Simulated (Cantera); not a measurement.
Feed: 1 mol MgO, 0.11 mol SO2, 6.7 mol CO2, equilibrated at 675 K and 5.80 bar.

Cantera equilibrium calculation (NASA polynomials, part measured and part estimated; ideal gas, pure solids and liquids). Gases not in the tables: S3 to S7. The numbers say what is thermodynamically allowed, not how fast it happens.

```tsv
species	before	after
CO2	0.996	0.995
SO2	0.00215	0.00222
S8	0.000437	0.00103
S2	0.000627	0.000777
S2O	2.09e-5	2.50e-5
COS	0.000624	0.000719
CO	1.23e-5	1.28e-5
MgCO3(s), mol	0.934	0.931
MgSO4(s), mol	0.0662	0.0694
```
Gas species are given as mole fractions.

What was changed between the two runs?
(A) pressure from 5.80 bar to 25.0 mbar
(B) temperature from 675 K to 1823 K
(C) CO2 from 6.7 to 4.1 mol
(D) temperature from 675 K to 1025 K

C, CO2 from 6.7 to 4.1 mol
